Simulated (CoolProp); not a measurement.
Saturation properties of R236FA.

Model: reference Helmholtz-energy equation of state, Pan 2012, in CoolProp.

```
T (K)  p (bar)  vapour density (kg/m³)  enthalpy of vaporisation (kJ/kg)  liquid cp (kJ/(kg K))  surface tension (mN/m)  vapour viscosity (µPa s)
-----  -------  ----------------------  --------------------------------  ---------------------  ----------------------  ------------------------
285.5    1.744                   11.98                             152.2                  1.214                    11.1                      10.4
292.7    2.258                   15.36                             148.4                  1.227                    10.2                      10.7
299.9    2.882                   19.45                             144.3                  1.242                    9.38                      10.9
307.1    3.631                   24.39                             140.1                  1.258                    8.53                      11.2
314.3    4.519                   30.30                             135.6                  1.277                    7.69                      11.5
321.5    5.564                   37.36                             130.9                  1.298                    6.88                      11.7
328.7    6.782                   45.78                             126.0                  1.322                    6.08                      12.0
335.9    8.193                   55.81                             120.6                  1.351                    5.30                      12.3
343.1    9.814                   67.80                             114.9                  1.386                    4.55                      12.7
350.3    11.67                   82.21                             108.6                  1.428                    3.81                      13.1
357.5    13.77                   99.66                             101.7                  1.483                    3.11                      13.6
364.8    16.20                   121.5                             93.94                  1.558                    2.43                      14.3
372      18.90                   148.6                             85.14                  1.669                    1.79                      15.1
```

It boils at 271.7 K under 1 atm.

Viscosity comes from a separate model (Huber 2003), an estimate that may be off by 10 % or more. Surface tension comes from a separate correlation (Mulero 2012).
